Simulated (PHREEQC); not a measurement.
A solution holds 0.024 mol/kgw Na2HPO4, at 25 °C. It is in equilibrium with CO2 at log p = -1 (atm). Otherwise closed; pH follows from the charge balance.

The numbers come from PHREEQC with the ion-association model, phreeqc.dat.

No solid was allowed to form.

Order these C species by the share of C that they hold, largest first: CO2, HCO3-, NaHCO3.

HCO3- (78 %), CO2 (20 %), NaHCO3 (1.4 %)

Order these P species by the share of P that they hold, largest first: HPO4-2, NaHPO4-, H2PO4-.

H2PO4- (55 %), HPO4-2 (44 %), NaHPO4- (1.8 %)

The pH is 6.84 and the ionic strength 0.0578 mol/kgw. Species that the database lacks are ignored.
